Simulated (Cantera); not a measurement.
A perfectly stirred reactor is fed with 1.67 % H2, 69.7 % O2, 28.6 % N2, equivalence ratio 0.012, at 0.00280 bar; it is held at 1050 K, and followed from long to short residence time.

Computed with Cantera and GRI-Mech 3.0 (53 species, 325 reactions). Radical loss at walls, strong at low pressure, is not modelled.

One state of this run: x H2 = 0.00521; x O2 = 0.689; x N2O = 4.95e-11; x H2O = 0.00938; x NO2 = <1e-12; x OH = 0.00156; x O = 0.00633. x: mole fraction; the columns are a selection and need not sum to one.

Problem. Which value of τ (s) does it belong to?
A. 2.1
B. 0.018
C. 0.059
D. 0.0099

Solution. B, 0.018
